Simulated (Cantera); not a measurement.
Input: 1 mol borazine, 2.6 mol H2, held at 1923 K and 133 Pa.

Cantera equilibrium calculation (NASA polynomials, part measured and part estimated; ideal gas, pure solids and liquids). Candidate condensed phases: B, BN; 15 gas species. The feed counts by its element totals alone. Mutual solubility and eutectic melting of coexisting phases are not modelled. The tables' values for BH2 are old estimates; treat these amounts as uncertain. Kinetics and transport are ignored.

Base state: H2 0.948, N2 0.0267, H 0.0251, BH2 0.000280, B 2.63e-5 (mole fractions); condensed: B(s) + BN(s).

Task: What changes in the equilibrium state with this change: pressure from 133 Pa to 210 Pa?

Result: 
| species | before | after |
|---|---|---|
| H2 | 0.948 | 0.963 |
| H | 0.0251 | 0.0202 |
| N2 | 0.0267 | 0.0170 |
| BH2 | 0.000280 | 0.000284 |
| B | 2.63e-5 | 1.67e-5 |
| B(s), mol | 0.310 | 0.193 |
| BN(s), mol | 2.69 | 2.80 |
